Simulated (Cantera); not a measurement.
A closed system holds: 1 mol SiC, 0.98 mol N2, 0.32 mol C, at 2352 °C.

Equilibrium computed with Cantera from the NASA thermochemical tables; the gas is ideal and each condensed phase is pure. Candidate condensed phases: C, Si, SiC, Si3N4; 20 gas species. Rates play no part.

### Question
Which condensed phases are stable at each of these points (P (Pa)): 1, 10, 100, 1000, 10000, 100000, 1000000?

### Answer
| P (Pa) | condensed phases | Si condensed (%) |
|---|---|---|
| 1 | gas only | 0.0 |
| 10 | C(graphite) | 0.0 |
| 100 | C(graphite) | 0.0 |
| 1000 | C(graphite) | 0.0 |
| 10000 | C(graphite) + SiC(s) | 93.1 |
| 100000 | C(graphite) + SiC(s) | 99.3 |
| 1000000 | C(graphite) + SiC(s) | 99.9 |

At 1.00e-5 bar nothing is condensed. From 0.000100 bar to 0.0100 bar the condensed part is C(graphite). From 0.100 bar to 10.0 bar the condensed part is C(graphite) + SiC(s).
